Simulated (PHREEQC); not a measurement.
Make-up at 25 °C: 0.022 mol/kgw KH2PO4, 0.00011 mol/kgw K2HPO4 and 0.00084 mol/kgw NaCl. Closed to the air; pH follows from the charge balance.

Computed with PHREEQC (ion-association model, wateq4f.dat).

Precipitation was switched off in this run.

Q: Estimate the pH, ionic strength.

A: pH 4.88; ionic strength 0.0232 mol/kgw.

Species that the database lacks are ignored. H3PO4, which wateq4f.dat lacks, is added to it with the constant of phreeqc.dat.
